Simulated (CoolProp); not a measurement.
A single-stage vapour-compression cycle with R124: evaporating at 288.15 K (dew point), condensing at 327.15 K (bubble point), superheat 8 K, subcooling 2 K, compressor efficiency 0.65, no pressure losses. Each further row changes one setting.

Values from CoolProp's reference Helmholtz-energy equation of state, de Vries 1995.

| case | cooling COP | pressure ratio | discharge temperature (K) | refrigerating effect (kJ/kg) | volumetric capacity (kJ/m³) |
|---|---|---|---|---|---|
| as stated | 3.96 | 3.10 | 343.0 | 116 | 1930 |
| evaporating temperature 293.15 K | 4.74 | 2.63 | 341.7 | 119 | 2310 |
| condensing temperature 322.15 K | 4.70 | 2.72 | 337.5 | 122 | 2030 |
| subcooling 7 K | 4.17 | 3.10 | 343.0 | 122 | 2030 |
| superheat 18 K | 4.03 | 3.10 | 353.3 | 123 | 1970 |
| compressor efficiency 0.55 | 3.35 | 3.10 | 348.9 | 116 | 1930 |
